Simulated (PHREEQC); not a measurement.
Solution (25 °C): 0.19 mol LiCl per kg of water. Closed to the air; pH follows from the charge balance.

Model: ion-association model, wateq4f.dat, run in PHREEQC.

Precipitation was switched off in this run.

Task: What activity of water does the model give?

Result: activity of water 0.994.
